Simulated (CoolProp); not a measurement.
Normal hydrogen along the isotherm 82.2 K: density (kg/m³) from the reference equation and from simpler models built on Tc = 33.1 K, pc = 1.296 MPa, ω = -0.219; each cubic takes its own stable root.

The numbers come from the reference Helmholtz-energy equation of state, Leachman 2009 in CoolProp.

```json
[
 {"p (MPa)": "0.499", "phase": "gas", "reference": "1.480"},
 {"p (MPa)": "0.997", "phase": "gas", "reference": "2.973"},
 {"p (MPa)": "1.5", "phase": "supercritical", "reference": "4.495"},
 {"p (MPa)": "1.99", "phase": "supercritical", "reference": "5.989"},
 {"p (MPa)": "2.49", "phase": "supercritical", "reference": "7.520"},
 {"p (MPa)": "2.99", "phase": "supercritical", "reference": "9.055"},
 {"p (MPa)": "3.49", "phase": "supercritical", "reference": "10.59"},
 {"p (MPa)": "3.99", "phase": "supercritical", "reference": "12.12"},
 {"p (MPa)": "4.49", "phase": "supercritical", "reference": "13.64"},
 {"p (MPa)": "4.99", "phase": "supercritical", "reference": "15.15"},
 {"p (MPa)": "5.48", "phase": "supercritical", "reference": "16.61"},
 {"p (MPa)": "5.98", "phase": "supercritical", "reference": "18.08"},
 {"p (MPa)": "6.48", "phase": "supercritical", "reference": "19.53"}
]
```

Question: How far does each simpler model (ideal gas, van der Waals, Redlich-Kwong, Soave-Redlich-Kwong, Peng-Robinson) lie from the reference over these 13 states: mean and median of the absolute difference, and the worst?

Answer: 
- ideal gas: mean 2.2 %, median 2.4 %, worst -2.9 % at 82.2 K and 4.49 MPa
- van der Waals: mean 0.4 %, median 0.2 %, worst -1.6 % at 82.2 K and 6.48 MPa
- Redlich-Kwong: mean 2.3 %, median 2.4 %, worst -4.2 % at 82.2 K and 6.48 MPa
- Soave-Redlich-Kwong: mean 1.5 %, median 1.7 %, worst +2.0 % at 82.2 K and 5.98 MPa
- Peng-Robinson: mean 5.1 %, median 5.6 %, worst +8.0 % at 82.2 K and 6.48 MPa
